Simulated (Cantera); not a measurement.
# Thermodynamics of silicon oxide and oxynitride deposition, feed Si2H6 + N2O + H2

Input: 1 mol Si2H6, 24 mol N2O, 0.54 mol H2, at 0.680 bar.

Equilibrium computed with Cantera from the NASA thermochemical tables; the gas is ideal and each condensed phase is pure. Candidate condensed phases: H2O, Si, SiO2, Si2N2O, Si3N4; 35 gas species. The feed counts by its element totals alone. The tables hold silica as quartz up to 1696 K and as liquid above; real silica turns to tridymite and cristobalite and melts near 1996 K. Gases not in the tables: Si(OH)4. Kinetics and transport are ignored.

```json
[
 {"T (°C)": "800", "log p N2": "-0.34", "log p O2": "-0.81", "log p H2O": "-1.17", "log p NO": "-4.36", "log p OH": "-6.48", "log p O": "-9.31", "n SiO2(β-quartz)": "2.00", "n SiO2(condensed)": "0"},
 {"T (°C)": "875", "log p N2": "-0.34", "log p O2": "-0.81", "log p H2O": "-1.17", "log p NO": "-4.07", "log p OH": "-5.96", "log p O": "-8.50", "n SiO2(β-quartz)": "2.00", "n SiO2(condensed)": "0"},
 {"T (°C)": "950", "log p N2": "-0.34", "log p O2": "-0.81", "log p H2O": "-1.17", "log p NO": "-3.82", "log p OH": "-5.51", "log p O": "-7.80", "n SiO2(β-quartz)": "2.00", "n SiO2(condensed)": "0"},
 {"T (°C)": "1025", "log p N2": "-0.34", "log p O2": "-0.81", "log p H2O": "-1.17", "log p NO": "-3.59", "log p OH": "-5.11", "log p O": "-7.17", "n SiO2(β-quartz)": "2.00", "n SiO2(condensed)": "0"},
 {"T (°C)": "1100", "log p N2": "-0.34", "log p O2": "-0.81", "log p H2O": "-1.17", "log p NO": "-3.39", "log p OH": "-4.75", "log p O": "-6.61", "n SiO2(β-quartz)": "2.00", "n SiO2(condensed)": "0"},
 {"T (°C)": "1175", "log p N2": "-0.34", "log p O2": "-0.81", "log p H2O": "-1.17", "log p NO": "-3.21", "log p OH": "-4.43", "log p O": "-6.11", "n SiO2(β-quartz)": "2.00", "n SiO2(condensed)": "0"},
 {"T (°C)": "1250", "log p N2": "-0.34", "log p O2": "-0.81", "log p H2O": "-1.17", "log p NO": "-3.05", "log p OH": "-4.14", "log p O": "-5.66", "n SiO2(β-quartz)": "2.00", "n SiO2(condensed)": "0"},
 {"T (°C)": "1325", "log p N2": "-0.34", "log p O2": "-0.81", "log p H2O": "-1.17", "log p NO": "-2.90", "log p OH": "-3.88", "log p O": "-5.25", "n SiO2(β-quartz)": "2.00", "n SiO2(condensed)": "0"},
 {"T (°C)": "1400", "log p N2": "-0.34", "log p O2": "-0.81", "log p H2O": "-1.17", "log p NO": "-2.77", "log p OH": "-3.64", "log p O": "-4.88", "n SiO2(β-quartz)": "2.00", "n SiO2(condensed)": "0"},
 {"T (°C)": "1475", "log p N2": "-0.34", "log p O2": "-0.81", "log p H2O": "-1.17", "log p NO": "-2.65", "log p OH": "-3.42", "log p O": "-4.54", "n SiO2(β-quartz)": "0", "n SiO2(condensed)": "2.00"},
 {"T (°C)": "1550", "log p N2": "-0.34", "log p O2": "-0.81", "log p H2O": "-1.17", "log p NO": "-2.53", "log p OH": "-3.22", "log p O": "-4.23", "n SiO2(β-quartz)": "0", "n SiO2(condensed)": "2.00"},
 {"T (°C)": "1625", "log p N2": "-0.34", "log p O2": "-0.81", "log p H2O": "-1.18", "log p NO": "-2.43", "log p OH": "-3.04", "log p O": "-3.94", "n SiO2(β-quartz)": "0", "n SiO2(condensed)": "2.00"},
 {"T (°C)": "1700", "log p N2": "-0.34", "log p O2": "-0.81", "log p H2O": "-1.18", "log p NO": "-2.34", "log p OH": "-2.87", "log p O": "-3.67", "n SiO2(β-quartz)": "0", "n SiO2(condensed)": "2.00"}
]
```
log p: log10 of the partial pressure in bar; n: condensed amount in mol.

From 800 °C to 1400 °C the condensed part is SiO2(β-quartz). From 1475 °C to 1700 °C the condensed part is SiO2(condensed).
